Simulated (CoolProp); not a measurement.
Properties of chloromethane (R40) along the isotherm 183.95 °C.

Model: reference Helmholtz-energy equation of state, Thol 2014, in CoolProp.

```json
[
 {"p (MPa)": "0.0548", "phase": "gas", "Z": "0.9978", "cp (kJ/(kg K))": "1.039"},
 {"p (MPa)": "0.0924", "phase": "gas", "Z": "0.9963", "cp (kJ/(kg K))": "1.040"},
 {"p (MPa)": "0.156", "phase": "gas", "Z": "0.9938", "cp (kJ/(kg K))": "1.043"},
 {"p (MPa)": "0.263", "phase": "gas", "Z": "0.9895", "cp (kJ/(kg K))": "1.049"},
 {"p (MPa)": "0.444", "phase": "gas", "Z": "0.9823", "cp (kJ/(kg K))": "1.057"},
 {"p (MPa)": "0.75", "phase": "gas", "Z": "0.9699", "cp (kJ/(kg K))": "1.073"},
 {"p (MPa)": "1.27", "phase": "gas", "Z": "0.9485", "cp (kJ/(kg K))": "1.102"},
 {"p (MPa)": "2.14", "phase": "gas", "Z": "0.9116", "cp (kJ/(kg K))": "1.157"},
 {"p (MPa)": "3.6", "phase": "gas", "Z": "0.8463", "cp (kJ/(kg K))": "1.275"},
 {"p (MPa)": "6.08", "phase": "gas", "Z": "0.7220", "cp (kJ/(kg K))": "1.613"},
 {"p (MPa)": "10.3", "phase": "supercritical", "Z": "0.4565", "cp (kJ/(kg K))": "3.713"},
 {"p (MPa)": "17.3", "phase": "supercritical", "Z": "0.4102", "cp (kJ/(kg K))": "2.358"}
]
```

The peak of cp marks the crossing from liquid-like to gas-like fluid above the critical point.
